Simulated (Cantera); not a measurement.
A perfectly stirred reactor is fed with CH3OH : O2 : N2 = 0.0027 : 0.055 : 1 (molar parts), equivalence ratio 0.074, at 5.90 bar; it is held at 1475 K, and followed from long to short residence time.

Detailed kinetics in Cantera: GRI-Mech 3.0 (53 species, 325 reactions). GRI-Mech 3.0 was tuned for natural gas; its chemistry of methanol as a main component is partial and can be far from experiment.

Task: What does this change do: 0.066 parts H2 added?

Result: 
| quantity | before | after |
|---|---|---|
| x(CH3OH) at τ = 1.10 s | 2.63e-7 | 6.95e-8 |
| x(O2) at τ = 1.10 s | 0.0481 | 0.0164 |
| x(CH2) at τ = 1.10 s | <1e-12 | <1e-12 |
| x(OH) at τ = 1.10 s | 1.33e-5 | 5.26e-5 |
| x(C2H) at τ = 1.10 s | <1e-12 | <1e-12 |
| x(CH3OH) at τ = 13.0 ms | 7.06e-6 | 1.32e-6 |
| x(O2) at τ = 13.0 ms | 0.0482 | 0.0165 |
| x(CH2) at τ = 13.0 ms | 1.49e-11 | 3.71e-11 |
| x(OH) at τ = 13.0 ms | 3.24e-5 | 0.000197 |
| x(C2H) at τ = 13.0 ms | <1e-12 | <1e-12 |
The temperature is held fixed by assumption; the heat of reaction is taken as removed at once.
